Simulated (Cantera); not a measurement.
# Ignition delay

Mixture: CH4 : O2 : N2 = 1 : 4.55 : 18.2 (molar parts), at 0.850 bar, adiabatic and at constant volume. Ignition delay is the time to a rise of 400 K.

Cantera simulation using GRI-Mech 3.0 (53 species, 325 reactions); the numbers are that mechanism's predictions, not measurements.

```csv
T0 (K),delay (ms)
1100,163
1175,50.7
1250,17.4
1325,6.60
1400,2.78
1475,1.31
1550,0.679
1625,0.383
```

apparent activation energy between 1475 and 1625 K: 160 kJ/mol
